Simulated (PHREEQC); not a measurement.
Consider water at 25 °C with 2.2 mmol/kgw (CH3)4NF and 0.99 mmol/kgw Li2SO4. Closed to the air; pH follows from the charge balance.

Equilibrium calculation in PHREEQC: ion-association model, phreeqc.dat.

Question: The ionic strength comes out as 0.00516 mol/kgw. What activity coefficients do Li+, F-, LiSO4-, SO4-2 get?

Answer: Li+ 0.93, F- 0.92, LiSO4- 0.93, SO4-2 0.74.

Precipitation was switched off in this run. (CH3)4N+ isn't in the database: it is added as a free cation with an ion size of 4 Å.
